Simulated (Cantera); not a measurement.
A perfectly stirred reactor is fed with NO : N2 = 1 : 7 (molar parts), at 97000 Pa; it is held at 2100 K, and followed from long to short residence time.

Cantera simulation using GRI-Mech 3.0 (53 species, 325 reactions); the numbers are that mechanism's predictions, not measurements.

Question: What does this change do: N2 7 to 24 parts?

Answer: 
```csv
quantity,before,after
x(NO) at τ = 3.90 s,0.0230,0.0112
x(O2) at τ = 3.90 s,0.0508,0.0143
x(N2) at τ = 3.90 s,0.926,0.974
x(O) at τ = 3.90 s,0.000322,0.000171
x(NO2) at τ = 3.90 s,1.64e-5,4.25e-6
x(NO) at τ = 50.0 ms,0.119,0.0392
x(O2) at τ = 50.0 ms,0.00295,0.000360
x(N2) at τ = 50.0 ms,0.878,0.960
x(O) at τ = 50.0 ms,0.000106,4.72e-5
x(NO2) at τ = 50.0 ms,2.70e-5,4.01e-6
```
